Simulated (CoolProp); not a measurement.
Vapour-liquid equilibrium of CH2F2 (R32) (1) + 1-butene (2) at 26.25 °C; x and y are mole fractions of (1).

Computed with CoolProp (multi-fluid Helmholtz-energy mixture model, Tillner-Roth 1997 and Lemmon 2005; pair parameters Bell 2016).

**Question.** Give the bubble pressure and the first vapour's composition at x = 0.5, 0.65, 0.95. Is there an azeotrope?

**Answer.** x = 0.5: 1.668 MPa, y = 0.810; x = 0.65: 1.722 MPa, y = 0.824; x = 0.95: 1.787 MPa, y = 0.939. y crosses x between x = 0.8 and 0.95: the model has an azeotrope there.

The pair parameters rest on a limited set of measurements; away from them the model extrapolates. With so large a gap from Raoult's law the liquid may split in two, which this calculation doesn't test in full.
